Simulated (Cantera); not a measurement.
Ammonia decomposition in nitride growth gas

A perfectly stirred reactor is fed with NH₃ : N₂ = 1 : 0.86 (molar parts), at 570 Torr; it is held at 1475 K, and followed from long to short residence time.

Model: the gas-phase N/H chemistry of the illustrative SiF4/NH3 mechanism in the Surface Chemkin manual (1991), integrated in Cantera. Walls and surfaces, which speed up NH3 decomposition in real reactors, are not modelled.

| τ (s) | x NH₃ | x NH | x N₂H₂ | x H | x NH₂ |
|---|---|---|---|---|---|
| 16 | 0.434 | 5.40e-8 | 1.02e-7 | 2.44e-6 | 2.27e-5 |
| 6.6 | 0.483 | 5.94e-8 | 1.35e-7 | 1.32e-6 | 2.58e-5 |
| 2.6 | 0.513 | 5.94e-8 | 1.59e-7 | 6.08e-7 | 2.78e-5 |
| 1.1 | 0.527 | 5.54e-8 | 1.70e-7 | 2.77e-7 | 2.89e-5 |
| 0.42 | 0.533 | 5.02e-8 | 1.75e-7 | 1.11e-7 | 2.94e-5 |
| 0.17 | 0.536 | 4.64e-8 | 1.73e-7 | 4.59e-8 | 2.94e-5 |
| 0.068 | 0.537 | 4.28e-8 | 1.64e-7 | 1.89e-8 | 2.87e-5 |
| 0.027 | 0.537 | 3.74e-8 | 1.41e-7 | 7.80e-9 | 2.67e-5 |
| 0.011 | 0.538 | 2.73e-8 | 9.56e-8 | 3.30e-9 | 2.20e-5 |
| 0.0044 | 0.538 | 1.21e-8 | 3.59e-8 | 1.38e-9 | 1.37e-5 |
x: mole fraction; the columns are a selection and need not sum to one.
